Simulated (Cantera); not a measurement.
Cantera with NASA thermochemical tables; ideal gases at 1 bar, condensed phases pure. Values are per mole of reaction as written; species without (g) are pure solids or liquids, kept so even where they would boil at 1 bar. VN: taken at fixed stoichiometry.

7 O(g) + 2 VN ⇌ V2O5 + 2 NO(g)

```csv
T (K),ΔH° (kJ),ΔS° (J/K),ΔG° (kJ),log10 K,condensed phases
300,___,___,___,___,"VN(s), V2O5(s)"
575,-2684.7,-666.6,-2301.3,209.06,"VN(s), V2O5(s)"
775,___,___,___,___,"VN(s), V2O5(s)"
975,-2623.0,-602.3,-2035.7,109.06,"VN(s), V2O5(l)"
1175,___,___,___,___,"VN(s), V2O5(l)"
1375,-2621.9,-601.3,-1795.1,68.19,"VN(s), V2O5(l)"
1575,-2622.2,-601.5,-1674.8,55.54,"VN(s), V2O5(l)"
```

Task: Complete the blanks.

Result: 
- 300, ΔH° (kJ): -2678.1
- 300, ΔS° (J/K): -650.1
- 300, ΔG° (kJ): -2483.0
- 300, log10 K: 432.32
- 775, ΔH° (kJ): -2686.8
- 775, ΔS° (J/K): -669.9
- 775, ΔG° (kJ): -2167.7
- 775, log10 K: 146.10
- 1175, ΔH° (kJ): -2622.2
- 1175, ΔS° (J/K): -601.5
- 1175, ΔG° (kJ): -1915.4
- 1175, log10 K: 85.15
